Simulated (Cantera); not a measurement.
Thermodynamics of boron, boron nitride and boron oxide, feed B + H₂O + N₂ + O₂

A closed system holds: 1 mol B, 7.4 mol H₂O, 9.3 mol N₂, 0.34 mol O₂, equilibrated at 1027 °C and 0.133 bar.

Method: chemical equilibrium by Gibbs-energy minimisation in Cantera with the NASA 1993 tables (ideal gas, pure condensed phases). Candidate condensed phases: B, BN, B₂O₃, B₃O₃H₃, H₂O; 39 gas species. Gases not in the tables: H₃BO₃. Kinetics and transport are ignored.

```
Property                                 Result
------------------------------------  ---------
x(N₂)                                     0.556
x(H₂O)                                    0.389
x(H₂)                                    0.0490
x(HBO₂)                                 0.00526
x((HBO₂)₃)                             0.000731
x(B₂O₃)                                 1.40e-6
n(B₂O₃(l))                            0.438 mol
gas amount                            16.74 mol
log10 activity of B(s) (absent)           -9.93
log10 activity of B₃O₃H₃(s) (absent)     -19.28
```
